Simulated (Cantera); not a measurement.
Input (Python, Cantera) and output of one run.

```python
import numpy as np
import cantera as ct

gas_names = """
    H HO2 H2 H2O H2O2 O OH O2 O3 Zr ZrO ZrO2
""".split()
cond_names = """
    H2O(s) H2O(L) Zr(a) Zr(b) Zr(L) ZrO2(a) ZrO2(b) ZrO2(L)
""".split()


# ... load() reads the species with a 1 bar reference pressure and builds the phases ...
atoms = {
    'Zr': {'Zr': 1},
    'O2': {'O': 2},
    'H2': {'H': 2},
}
top_T = {}  # K; cautious upper limits of use, not melting points


# ... equilibrate(T, P, feed) seeds the gas with the atoms and calls Mixture.equilibrate('TP', solver="vcs", rtol=1e-11, max_steps=5000) ...
results = []
feed = {'Zr': 1, 'O2': 0.46, 'H2': 7.3}  # mol
P = 6200  # Pa
for T in [1425, 1475, 1525, 1575, 1625, 1675, 1725, 1775, 1825, 1875]:
    mix = equilibrate(T, P, feed)
    results.append((T, P, feed, dict(zip(mix.species_names, mix.species_moles))))

top = {s: max(r[3][s] / sum(r[3][g] for g in gas_names) for r in results) for s in gas_names}
cols = sorted((s for s in top if top[s] > 0.0001), key=lambda s: -top[s])[:8]
seen = [c for c in cond_names if any(r[3].get(c, 0) > 1e-12 for r in results)]
print("log10 of partial pressures in bar; condensed amounts in mol")
print(f"{'T/K':>10s}" + "".join(f"{s[:9]:>10s}" for s in cols + seen))
for T, P, feed, n in results:
    ng = sum(n[g] for g in gas_names)
    print(f"{T:10.4g}" + "".join(f"{np.log10(max(n[s] / ng * P / 1e5, 1e-99)):10.3f}" for s in cols)
          + "".join(f"{n.get(c, 0):10.4g}" for c in seen))
```

Result:

```
log10 of partial pressures in bar; condensed amounts in mol
       T/K        H2         H     Zr(b)   ZrO2(a)   ZrO2(b)
      1425    -1.208    -5.770      0.54      0.46         0
      1475    -1.208    -5.491      0.54      0.46         0
      1525    -1.208    -5.230      0.54         0      0.46
      1575    -1.208    -4.985      0.54         0      0.46
      1625    -1.208    -4.755      0.54         0      0.46
      1675    -1.208    -4.539      0.54         0      0.46
      1725    -1.208    -4.335      0.54         0      0.46
      1775    -1.208    -4.143      0.54         0      0.46
      1825    -1.208    -3.960      0.54         0      0.46
      1875    -1.209    -3.788      0.54         0      0.46
```

Method: chemical equilibrium by Gibbs-energy minimisation in Cantera with the NASA 1993 tables (ideal gas, pure condensed phases). Mutual solubility and eutectic melting of coexisting phases are not modelled. Condensed phases not in the tables: N, O or C dissolved in the metal.
